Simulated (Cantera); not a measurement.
Input: 1 mol Si₃N₄, 2.2 mol O₂, 130 mol H₂, a varied amount of H₂O, held at 1573.15 K and 21.0 mbar.

Method: chemical equilibrium by Gibbs-energy minimisation in Cantera with the NASA 1993 tables (ideal gas, pure condensed phases). Candidate condensed phases: H₂O, Si, SiO₂, Si₂N₂O, Si₃N₄; 35 gas species. The tables hold silica as quartz up to 1696 K and as liquid above; real silica turns to tridymite and cristobalite and melts near 1996 K. Kinetics and transport are ignored.

Problem. At 2 mol H₂O, list the 5 most abundant gas species with their mole fractions, and the condensed phases.

Solution. H₂ 0.981, N₂ 0.0149, H₂O 0.00317, H 0.000278, SiO 0.000189. Condensed: SiO₂(β-quartz).
